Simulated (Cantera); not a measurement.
A Cantera script and its output.

```python
import numpy as np
import cantera as ct

gas = ct.Solution("gri30.yaml")
gas.TPX = 1150, 15000, {'N2O': 1, 'N2': 0.53}
reactor = ct.IdealGasConstPressureReactor(gas, energy="off", clone=False)
net = ct.ReactorNet([reactor])
net.rtol, net.atol = 1e-08, 1e-18
show = ['N2O', 'N2', 'NO', 'NO2', 'O2']
times = np.geomspace(0.0002, 20, 13)

steps = ct.SolutionArray(gas, extra=["t"])
rows = []
print(f"{'t/s':>10s}{'T/K':>9s}{'P/Pa':>11s}" + "".join(f"{s:>11s}" for s in show))
for t in times:
    while net.time < t:
        t_next = net.step()
        steps.append(gas.state, t=t_next)
    rows.append([np.interp(t, steps.t, y) for y in (steps.T, steps.P, *steps(*show).X.T)])
    print(f"{t:10.3e}{rows[-1][0]:9.1f}{rows[-1][1]:11.4g}" + "".join(f"{x:11.3e}" for x in rows[-1][2:]))
rate = np.gradient(steps.T, steps.t)
print("integrator steps:", len(steps.t))
if steps.T.max() > steps.T[0] + 200:
    print(f"time of steepest temperature rise: {steps.t[rate.argmax()]:.4e} s")
gas.TPX = 1150, 15000, {'N2O': 1, 'N2': 0.53}
gas.equilibrate("TP")
print(f"equilibrium (TP): T = {gas.T:.1f} K  " + "  ".join(f"{s} {gas[s].X[0]:.3e}" for s in show))
```

It prints:

```
       t/s      T/K       P/Pa        N2O         N2         NO        NO2         O2
 2.000e-04   1150.0    1.5e+04  6.536e-01  3.464e-01  2.524e-07  1.695e-13  1.348e-06
 5.220e-04   1150.0    1.5e+04  6.536e-01  3.464e-01  8.580e-07  1.957e-12  4.584e-06
 1.363e-03   1150.0    1.5e+04  6.536e-01  3.464e-01  2.461e-06  1.608e-11  1.315e-05
 3.557e-03   1150.0    1.5e+04  6.535e-01  3.465e-01  6.644e-06  1.170e-10  3.550e-05
 9.283e-03   1150.0    1.5e+04  6.533e-01  3.466e-01  1.756e-05  8.096e-10  9.383e-05
 2.423e-02   1150.0    1.5e+04  6.529e-01  3.468e-01  4.603e-05  5.403e-09  2.460e-04
 6.325e-02   1150.0    1.5e+04  6.517e-01  3.475e-01  1.202e-04  3.446e-08  6.425e-04
 1.651e-01   1150.0    1.5e+04  6.487e-01  3.493e-01  3.130e-04  1.983e-07  1.673e-03
 4.309e-01   1150.0    1.5e+04  6.410e-01  3.538e-01  8.103e-04  9.270e-07  4.336e-03
 1.125e+00   1150.0    1.5e+04  6.214e-01  3.654e-01  2.072e-03  3.230e-06  1.110e-02
 2.936e+00   1150.0    1.5e+04  5.737e-01  3.936e-01  5.133e-03  8.996e-06  2.754e-02
 7.662e+00   1150.0    1.5e+04  4.692e-01  4.554e-01  1.179e-02  2.173e-05  6.358e-02
 2.000e+01   1150.0    1.5e+04  2.890e-01  5.621e-01  2.305e-02  4.390e-05  1.258e-01
integrator steps: 688
equilibrium (TP): T = 1150.0 K  N2O 3.833e-09  N2 7.536e-01  NO 1.398e-04  NO2 1.269e-06  O2 2.462e-01
```

Computed with Cantera and GRI-Mech 3.0 (53 species, 325 reactions). GRI-Mech 3.0 was tuned for natural gas; its chemistry of N2O as a main component is partial and can be far from experiment. The mechanism lacks the step 2 NO + O2 → 2 NO2, which can matter for NO2 below about 1400 K. The temperature is held fixed by assumption; the heat of reaction is taken as removed at once.
